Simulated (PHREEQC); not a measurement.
Make-up at 25 °C: 0.16 mol (NH4)2HPO4 per kg of water. It is in equilibrium with CO2 at log p = -1 (atm). Otherwise closed; pH follows from the charge balance.

The numbers come from PHREEQC with the ion-association model, wateq4f.dat.

```json
[
 {"quantity": "pH", "before": "7.22", "after": "7.10"},
 {"quantity": "HCO3- (mol/kgw)", "before": "0.0357", "after": "0.0257"},
 {"quantity": "CO2 (mol/kgw)", "before": "0.00308", "after": "0.00324"},
 {"quantity": "NH3 (mol/kgw)", "before": "0.00220", "after": "0.000855"},
 {"quantity": "CO3-2 (mol/kgw)", "before": "8.14e-5", "after": "3.73e-5"}
]
```

### Question
Which change was made?
A) (NH4)2HPO4 replaced by NH4F at the same molality
B) diluted 2-fold with water
C) (NH4)2HPO4 from 0.16 to 0.032 mol/kgw
D) temperature from 25 to 90 °C
E) (NH4)2HPO4 from 0.16 to 0.176 mol/kgw

### Answer
B, diluted 2-fold with water

Precipitation was switched off in this run. Carbamate, which ammonia and carbonate form, is missing from the database. H3PO4, which wateq4f.dat lacks, is added to it with the constant of phreeqc.dat.
